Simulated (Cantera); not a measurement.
Input (Python, Cantera):

```python
import numpy as np
import cantera as ct

gas = ct.Solution("gri30.yaml")
gas.TPX = 2175, 13332, {'NO': 1, 'N2': 19}
reactor = ct.IdealGasConstPressureReactor(gas, energy="off", clone=False)
net = ct.ReactorNet([reactor])
net.rtol, net.atol = 1e-08, 1e-18
show = ['NO', 'O', 'NO2', 'O2', 'N2O', 'N2']
times = np.geomspace(1e-05, 10, 9)

steps = ct.SolutionArray(gas, extra=["t"])
rows = []
print(f"{'t/s':>10s}{'T/K':>9s}{'P/Pa':>11s}" + "".join(f"{s:>11s}" for s in show))
for t in times:
    while net.time < t:
        t_next = net.step()
        steps.append(gas.state, t=t_next)
    rows.append([np.interp(t, steps.t, y) for y in (steps.T, steps.P, *steps(*show).X.T)])
    print(f"{t:10.3e}{rows[-1][0]:9.1f}{rows[-1][1]:11.4g}" + "".join(f"{x:11.3e}" for x in rows[-1][2:]))
rate = np.gradient(steps.T, steps.t)
print("integrator steps:", len(steps.t))
if steps.T.max() > steps.T[0] + 200:
    print(f"time of steepest temperature rise: {steps.t[rate.argmax()]:.4e} s")
gas.TPX = 2175, 13332, {'NO': 1, 'N2': 19}
gas.equilibrate("TP")
print(f"equilibrium (TP): T = {gas.T:.1f} K  " + "  ".join(f"{s} {gas[s].X[0]:.3e}" for s in show))
```

Result:

```
       t/s      T/K       P/Pa         NO          O        NO2         O2        N2O         N2
 1.000e-05   2175.0  1.333e+04  5.000e-02  1.251e-08  3.465e-12  1.371e-12  1.240e-08  9.500e-01
 5.623e-05   2175.0  1.333e+04  5.000e-02  7.179e-08  1.004e-10  4.397e-11  6.821e-08  9.500e-01
 3.162e-04   2175.0  1.333e+04  5.000e-02  4.455e-07  2.124e-09  1.490e-09  3.402e-07  9.500e-01
 1.778e-03   2175.0  1.333e+04  5.000e-02  3.336e-06  2.489e-08  5.984e-08  1.068e-06  9.500e-01
 1.000e-02   2175.0  1.333e+04  4.997e-02  2.329e-05  1.879e-07  2.493e-06  1.305e-06  9.500e-01
 5.623e-02   2175.0  1.333e+04  4.970e-02  1.238e-04  9.739e-07  8.538e-05  1.276e-06  9.501e-01
 3.162e-01   2175.0  1.333e+04  4.640e-02  3.227e-04  2.360e-06  1.632e-03  1.093e-06  9.516e-01
 1.778e+00   2175.0  1.333e+04  2.227e-02  7.467e-04  2.731e-06  1.348e-02  2.981e-07  9.635e-01
 1.000e+01   2175.0  1.333e+04  4.347e-03  9.482e-04  6.814e-07  2.234e-02  9.795e-08  9.724e-01
integrator steps: 885
equilibrium (TP): T = 2175.0 K  NO 4.336e-03  O 9.483e-04  NO2 6.798e-07  O2 2.235e-02  N2O 9.792e-08  N2 9.724e-01
```

Model: GRI-Mech 3.0 (53 species, 325 reactions), integrated in Cantera.
